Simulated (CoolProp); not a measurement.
Vapour-liquid equilibrium of R13 (1) + R11 (2) at 0.299 MPa; x and y are mole fractions of (1).

The numbers come from the multi-fluid Helmholtz-energy mixture model, Platzer 1990 and Jacobsen 1992; pair parameters Bell 2016 in CoolProp. This equation is an older, rougher fit; its heat capacities, sound speeds and derivatives of the liquid may be far off and weren't checked against measurements.

Task: Give the bubble temperature and the first vapour's composition at x = 0.275, 0.575, 0.725. Is there an azeotrope?

Result: x = 0.275: 240.1 K, y = 0.977; x = 0.575: 225.1 K, y = 0.993; x = 0.725: 221.3 K, y = 0.996. No azeotrope shows between x = 0.05 and 0.95.

The pair parameters rest on a limited set of measurements; away from them the model extrapolates.
